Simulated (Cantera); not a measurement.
# N2O furnace oxynitridation

An isothermal, constant-pressure homogeneous reactor starts with 47.6 % N2O, 52.4 % N2, at 1000 K and 0.148 atm.

Detailed kinetics in Cantera: GRI-Mech 3.0 (53 species, 325 reactions). GRI-Mech 3.0 was tuned for natural gas; its chemistry of N2O as a main component is partial and can be far from experiment. The mechanism lacks the step 2 NO + O2 → 2 NO2, which can matter for NO2 below about 1400 K. The temperature is held fixed by assumption; the heat of reaction is taken as removed at once.

| t (s) | x N2O | x N2 | x NO | x NO2 | x O2 | x O |
|---|---|---|---|---|---|---|
| 0.000200 | 0.476 | 0.524 | 1.41e-9 | <1e-12 | 1.70e-8 | 2.76e-8 |
| 0.000632 | 0.476 | 0.524 | 8.23e-9 | <1e-12 | 9.88e-8 | 4.03e-8 |
| 0.00200 | 0.476 | 0.524 | 3.29e-8 | <1e-12 | 3.95e-7 | 4.17e-8 |
| 0.00632 | 0.476 | 0.524 | 1.11e-7 | <1e-12 | 1.34e-6 | 4.17e-8 |
| 0.0200 | 0.476 | 0.524 | 3.59e-7 | 3.01e-12 | 4.31e-6 | 4.17e-8 |
| 0.0632 | 0.476 | 0.524 | 1.14e-6 | 3.04e-11 | 1.37e-5 | 4.17e-8 |
| 0.200 | 0.476 | 0.524 | 3.62e-6 | 3.00e-10 | 4.35e-5 | 4.17e-8 |
| 0.632 | 0.476 | 0.524 | 1.14e-5 | 2.86e-9 | 0.000137 | 4.17e-8 |
| 2.00 | 0.475 | 0.524 | 3.61e-5 | 2.48e-8 | 0.000434 | 4.17e-8 |
| 6.32 | 0.473 | 0.526 | 0.000114 | 1.69e-7 | 0.00137 | 4.16e-8 |
| 20.0 | 0.465 | 0.530 | 0.000356 | 7.74e-7 | 0.00429 | 4.16e-8 |
| 63.2 | 0.442 | 0.543 | 0.00109 | 2.66e-6 | 0.0131 | 4.13e-8 |
| 200 | 0.379 | 0.580 | 0.00312 | 7.92e-6 | 0.0378 | 4.05e-8 |
x: mole fraction; the columns are a selection and need not sum to one.

Equilibrium at this temperature and pressure: N2O 9.82e-10, N2 0.808, NO 3.05e-5, NO2 6.06e-7, O2 0.192, O 1.79e-10 (gas phase only).
